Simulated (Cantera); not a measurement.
Charge: 1 mol CF4, 6.2 mol H2, held at 0.00133 bar.

Method: chemical equilibrium by Gibbs-energy minimisation in Cantera with the NASA 1993 tables (ideal gas, pure condensed phases). Candidate condensed phases: C, C6H6, C7H8, C8H18; 95 gas species. Rates play no part.

### Question
What share of the C ends up in condensed phases as a function of T (°C), at 1825, 1875, 1925, 1975, 2025, 2075, 2125, 2175, 2225, 2275, 2325, 2375?

### Answer
```json
[
 {"T (°C)": "1825", "C condensed (%)": "98.9", "as": "C(graphite)"},
 {"T (°C)": "1875", "C condensed (%)": "98.5", "as": "C(graphite)"},
 {"T (°C)": "1925", "C condensed (%)": "98.1", "as": "C(graphite)"},
 {"T (°C)": "1975", "C condensed (%)": "97.5", "as": "C(graphite)"},
 {"T (°C)": "2025", "C condensed (%)": "96.9", "as": "C(graphite)"},
 {"T (°C)": "2075", "C condensed (%)": "96.2", "as": "C(graphite)"},
 {"T (°C)": "2125", "C condensed (%)": "95.3", "as": "C(graphite)"},
 {"T (°C)": "2175", "C condensed (%)": "94.3", "as": "C(graphite)"},
 {"T (°C)": "2225", "C condensed (%)": "92.8", "as": "C(graphite)"},
 {"T (°C)": "2275", "C condensed (%)": "90.5", "as": "C(graphite)"},
 {"T (°C)": "2325", "C condensed (%)": "86.5", "as": "C(graphite)"},
 {"T (°C)": "2375", "C condensed (%)": "79.2", "as": "C(graphite)"}
]
```
